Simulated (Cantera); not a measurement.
A closed system holds: 1 mol SiH2Cl2, 4.8 mol H2, at 725 °C and 0.960 bar.

Cantera equilibrium calculation (NASA polynomials, part measured and part estimated; ideal gas, pure solids and liquids). Candidate condensed phases: Si; 19 gas species. The tables' values for SiCl3 are old estimates; treat these amounts as uncertain. Rates play no part.

Base state: H2 0.903, SiCl4 0.0510, SiHCl3 0.0331, HCl 0.00966, SiH2Cl2 0.00231, SiCl3 0.000603, SiCl2 0.000175, SiH3Cl 4.12e-5 (mole fractions); condensed: Si(s).

**Question.** What changes in the equilibrium state with this change: H2 from 4.8 to 700 mol?

**Answer.** 
| species | before | after |
|---|---|---|
| H2 | 0.903 | 0.998 |
| HCl | 0.00966 | 0.00183 |
| SiHCl3 | 0.0331 | 0.000203 |
| SiCl4 | 0.0510 | 5.37e-5 |
| SiCl3 | 0.000603 | 3.53e-6 |
| SiCl2 | 0.000175 | 5.68e-6 |
| SiH2Cl2 | 0.00231 | 8.28e-5 |
| SiH3Cl | 4.12e-5 | 8.61e-6 |
| Si(s), mol | 0.454 | 0.749 |

**Question.** What changes in the equilibrium state with this change: temperature from 725 °C to 800 °C?

**Answer.** 
```json
[
 {"species": "H2", "before": "0.903", "after": "0.898"},
 {"species": "SiCl4", "before": "0.0510", "after": "0.0493"},
 {"species": "SiHCl3", "before": "0.0331", "after": "0.0314"},
 {"species": "HCl", "before": "0.00966", "after": "0.0173"},
 {"species": "SiCl2", "before": "0.000175", "after": "0.000647"},
 {"species": "SiCl3", "before": "0.000603", "after": "0.00141"},
 {"species": "SiH3Cl", "before": "4.12e-5", "after": "4.56e-5"},
 {"species": "SiH2Cl2", "before": "0.00231", "after": "0.00234"},
 {"species": "Si(s), mol", "before": "0.454", "after": "0.466"}
]
```
